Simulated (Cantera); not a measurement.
## Transport properties of process gases

Gas mixture: NO = 0.72 (molar parts), at 100.0 Torr, frozen composition.

Cantera's kinetic-theory transport with the Lennard-Jones parameters of GRI-Mech 3.0, ideal gas; thermal conductivity in the multicomponent form. The composition is frozen, though it would react at the higher temperatures.

```csv
T (K),ρ (kg/m³),cp (J/kg/K),μ (µPa s),λ (mW/m/K),Pr,D (cm²/s) CH₃,D (cm²/s) H₂O,D (cm²/s) O
400,0.120,998.6,23.1,32.5,0.711,2.82,2.97,4.01
600,0.0802,1041,30.6,45.0,0.708,5.67,6.31,7.98
800,0.0601,1092,37.1,57.3,0.708,9.23,10.6,12.9
1000,0.0481,1133,42.9,68.8,0.707,13.4,15.6,18.7
1200,0.0401,1159,48.4,79.3,0.707,18.2,21.4,25.4
1400,0.0344,1181,53.4,89.3,0.707,23.5,27.9,32.8
1600,0.0301,1199,58.3,98.9,0.706,29.4,34.9,40.9
```
D: mixture-averaged diffusion coefficient of that species in the mixture.
